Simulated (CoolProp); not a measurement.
A simple Rankine cycle with chlorine: condensing at 319.15 K, boiler at 5.59 MPa, turbine inlet 410.7 K, turbine efficiency 0.9, pump efficiency 0.7, no recuperator. Each further row changes one setting.

Values from CoolProp's reference Helmholtz-energy equation of state, Thol 2021.

| case | thermal efficiency (%) | net work (kJ/kg) | heat in (kJ/kg) | turbine exit temperature (K) | volume ratio over the turbine |
|---|---|---|---|---|---|
| as stated | (withheld) | 33.4 | 235 | 319.2 | (withheld) |
| turbine inlet 430.7 K | 14.8 | 37.8 | 255 | 319.2 | 3.40 |
| condensing temperature 311.15 K | 15.6 | (withheld) | 243 | 311.1 | (withheld) |
| boiler pressure 3.91 MPa | 11.9 | 30.8 | 259 | 319.2 | (withheld) |
| turbine efficiency 0.8 | 12.4 | (withheld) | 235 | 319.2 | (withheld) |

Complete the blanks.


- as stated, thermal efficiency (%): 14.2
- as stated, volume ratio over the turbine: 3.67
- condensing temperature 311.15 K, net work (kJ/kg): 38.0
- condensing temperature 311.15 K, volume ratio over the turbine: 4.38
- boiler pressure 3.91 MPa, volume ratio over the turbine: 2.43
- turbine efficiency 0.8, net work (kJ/kg): 29.2
- turbine efficiency 0.8, volume ratio over the turbine: 3.75

The expansion ends wet for: as stated; turbine inlet 430.7 K; condensing temperature 311.15 K; boiler pressure 3.91 MPa; turbine efficiency 0.8.
